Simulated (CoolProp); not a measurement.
Vapour-liquid equilibrium of carbon dioxide (1) + R134a (2) at -12.55 °C; x and y are mole fractions of (1).

Values from CoolProp's multi-fluid Helmholtz-energy mixture model, Span 1996 and Tillner-Roth 1994; pair parameters Bell 2016.

```tsv
x	bubble pressure, mixture model (MPa)	bubble pressure, Raoult's law (MPa)	y, mixture model	y, Raoult's law
0.05	0.2662	0.2952	0.336	0.417
0.15	0.4596	0.5232	0.641	0.706
0.25	0.6743	0.7512	0.774	0.819
0.35	0.8998	0.9793	0.846	0.880
0.45	1.128	1.207	0.890	0.917
0.55	1.357	1.435	0.920	0.943
0.65	1.585	1.663	0.942	0.962
0.75	1.817	1.891	0.960	0.976
0.85	2.059	2.119	0.976	0.987
0.95	2.320	2.347	0.992	0.996
```

The largest gap from Raoult's law is -12.2 % in bubble pressure, at x = 0.15. No azeotrope shows between x = 0.05 and 0.95.

The pair parameters rest on a limited set of measurements; away from them the model extrapolates.
